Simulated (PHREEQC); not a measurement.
# Buffer

Make-up at 92 °C: 36 mmol/kgw KHCO3 and 2 mmol/kgw Na2HPO4. Closed to the air; pH follows from the charge balance.

The numbers come from PHREEQC with the ion-association model, phreeqc.dat.

This is a speciation only: nothing precipitates in the calculation.

What pH does the model give?

pH 8.02.

In which forms is P present?

HPO4-2 91 %, H2PO4- 5.6 %, KHPO4- 2.8 % of the P.

Complexes and solids missing from the database can't appear. At this temperature some constants are extrapolated from 25 °C, and those without enthalpy data are left unchanged.
